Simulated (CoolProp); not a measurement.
n-perfluorobutane along the isobar 0.542 MPa: fugacity coefficient from the reference equation and from simpler models built on Tc = 386.3 K, pc = 2.322 MPa, ω = 0.372; each cubic takes its own stable root.

Model: reference Helmholtz-energy equation of state, Gao 2022, in CoolProp.

```
T (K)  phase  reference  van der Waals  Redlich-Kwong  Soave-Redlich-Kwong
-----  -----  ---------  -------------  -------------  -------------------
365.8    gas     0.9097         0.9213         0.9083               0.9050
370.9    gas     0.9140         0.9239         0.9118               0.9095
375.9    gas     0.9179         0.9263         0.9152               0.9136
381      gas     0.9217         0.9287         0.9184               0.9176
386.1    gas     0.9252         0.9310         0.9214               0.9214
391.1    gas     0.9285         0.9331         0.9243               0.9250
396.2    gas     0.9318         0.9352         0.9271               0.9284
401.3    gas     0.9348         0.9372         0.9298               0.9317
406.3    gas     0.9377         0.9391         0.9323               0.9347
411.4    gas     0.9404         0.9409         0.9347               0.9377
416.4    gas     0.9430         0.9426         0.9370               0.9405
421.5    gas     0.9455         0.9443         0.9392               0.9432
426.6    gas     0.9479         0.9460         0.9413               0.9457
431.6    gas     0.9501         0.9475         0.9433               0.9482
436.7    gas     0.9522         0.9491         0.9453               0.9505
441.8    gas     0.9543         0.9505         0.9471               0.9528
```
